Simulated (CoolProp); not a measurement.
Vapour-liquid equilibrium of carbon dioxide (1) + n-perfluorobutane (2) at 247.5 K; x and y are mole fractions of (1).

Model: multi-fluid Helmholtz-energy mixture model, Span 1996 and Gao 2022; pair parameters Bell 2016, in CoolProp.

```json
[
 {"x": "0.05", "bubble pressure (MPa)": "0.1445", "y at the bubble point": "0.759", "dew pressure at overall composition x (MPa)": "0.03687", "liquid density (mol/L)": "7.344"},
 {"x": "0.2", "bubble pressure (MPa)": "(withheld)", "y at the bubble point": "0.935", "dew pressure at overall composition x (MPa)": "(withheld)", "liquid density (mol/L)": "8.345"},
 {"x": "0.35", "bubble pressure (MPa)": "0.8344", "y at the bubble point": "0.961", "dew pressure at overall composition x (MPa)": "(withheld)", "liquid density (mol/L)": "9.587"},
 {"x": "0.5", "bubble pressure (MPa)": "1.033", "y at the bubble point": "0.970", "dew pressure at overall composition x (MPa)": "(withheld)", "liquid density (mol/L)": "11.18"},
 {"x": "0.65", "bubble pressure (MPa)": "1.173", "y at the bubble point": "0.976", "dew pressure at overall composition x (MPa)": "0.09978", "liquid density (mol/L)": "13.35"},
 {"x": "0.8", "bubble pressure (MPa)": "1.331", "y at the bubble point": "0.984", "dew pressure at overall composition x (MPa)": "0.1734", "liquid density (mol/L)": "16.50"},
 {"x": "0.95", "bubble pressure (MPa)": "1.556", "y at the bubble point": "(withheld)", "dew pressure at overall composition x (MPa)": "0.6681", "liquid density (mol/L)": "21.57"}
]
```

Fill in the missing entries.


- 0.2, bubble pressure (MPa): 0.5214
- 0.2, dew pressure at overall composition x (MPa): 0.04382
- 0.35, dew pressure at overall composition x (MPa): 0.05394
- 0.5, dew pressure at overall composition x (MPa): 0.07005
- 0.95, y at the bubble point: 0.995

No azeotrope shows between x = 0.05 and 0.95.

The pair parameters rest on a limited set of measurements; away from them the model extrapolates. The gap from Raoult's law changes sign with composition, which may be real or a fault of the pair parameters; it wasn't checked against measurements.
